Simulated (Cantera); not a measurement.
Charge: 1 mol CCl₄, 0.51 mol F₂, 0.2 mol H₂, equilibrated at 975 K and 0.0100 bar.

These are equilibrium values from Cantera (NASA tables, ideal gas, pure condensed phases), not measurements of a reactor. Candidate condensed phases: C, C₆H₆, C₇H₈, C₈H₁₈; 118 gas species. Gases not in the tables: C₂F₆ and larger saturated fluorocarbons. The numbers say what is thermodynamically allowed, not how fast it happens.

Base state: Cl₂ 0.737, HCl 0.135, CF₄ 0.0898, HF 0.0275, CClF₃ 0.00810, Cl 0.00227, CCl₂F₂ 0.000967, CCl₃F 0.000116 (mole fractions); condensed: C(graphite).

What changes in the equilibrium state with this change: temperature from 975 K to 1023 K?


```
species             before     after
----------------  --------  --------
Cl₂                  0.737     0.737
HCl                  0.135     0.126
CF₄                 0.0898    0.0880
HF                  0.0275    0.0350
Cl                 0.00227   0.00467
CCl₄               4.89e-5   2.92e-5
CCl₃F             0.000116   8.79e-5
CCl₂F₂            0.000967  0.000837
CClF₃              0.00810   0.00770
C(graphite), mol     0.755     0.761
```

What changes in the equilibrium state with this change: H₂ from 0.2 to 0.85 mol?


| species | before | after |
|---|---|---|
| HCl | 0.135 | 0.431 |
| Cl₂ | 0.737 | 0.409 |
| HF | 0.0275 | 0.103 |
| CF₄ | 0.0898 | 0.0512 |
| CCl₄ | 4.89e-5 | 1.51e-5 |
| CCl₃F | 0.000116 | 4.16e-5 |
| CCl₂F₂ | 0.000967 | 0.000405 |
| C(graphite), mol | 0.755 | 0.823 |

What changes in the equilibrium state with this change: pressure from 0.0100 bar to 0.00420 bar?


```tsv
species	before	after
Cl₂	0.737	0.738
HCl	0.135	0.129
CF₄	0.0898	0.0896
HF	0.0275	0.0327
CClF₃	0.00810	0.00652
CCl₄	4.89e-5	2.06e-5
CCl₃F	0.000116	6.04e-5
Cl	0.00227	0.00351
C(graphite), mol	0.755	0.760
```
